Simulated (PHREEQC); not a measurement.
Dissolve 7.2 mol/kgw KOH, 0.0075 mol/kgw H3BO3 and 8e-05 mol/kgw H4SiO4 at 8.9 °C. Closed to the air; pH follows from the charge balance.

All values are PHREEQC results (Pitzer model, pitzer.dat), not measurements.

pH: 16.60
ionic strength: 7.20 mol/kgw
activity of water: 0.609
density: 1.246 g/cm³
osmotic coefficient: 1.914
total alkalinity: 7200 meq/kg

| species | molality | activity | log γ |
|---|---|---|---|
| K+ | 7.20 | 8.80 | 0.087 |
| OH- | 7.19 | 64.2 | 0.951 |
| B(OH)4- | 0.00750 | 0.0116 | 0.190 |
| H2SiO4-2 | 8.00e-5 | 1.83e-6 | -1.641 |
| B(OH)3 | 6.27e-9 | 8.36e-10 | -0.876 |
| H3SiO4- | 2.64e-9 | 2.16e-9 | -0.088 |

This is a speciation only: nothing precipitates in the calculation. Complexes and solids missing from the database can't appear. In brines, pH and single-ion activities rest on the MacInnes convention. At this temperature some constants are extrapolated from 25 °C, and those without enthalpy data are left unchanged.
